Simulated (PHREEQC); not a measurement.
A PHREEQC speciation (ion-association model, phreeqc.dat) at 25 °C gives pH 1.25 and these molalities:

| species | mol/kgw |
|---|---|
| K+ | 0.161 |
| HSO4- | 0.105 |
| H+ | 0.0710 |
| SO4-2 | 0.0558 |
| KSO4- | 0.0152 |

### Question
What are the element totals, and what could have been dissolved in 1 kg of water to give them?

### Answer
This is not unique; one that fits is totals K 0.176, S(6) 0.176 mol/kgw, from 0.176 mol KHSO4 per kg of water.

Precipitation was switched off in this run.
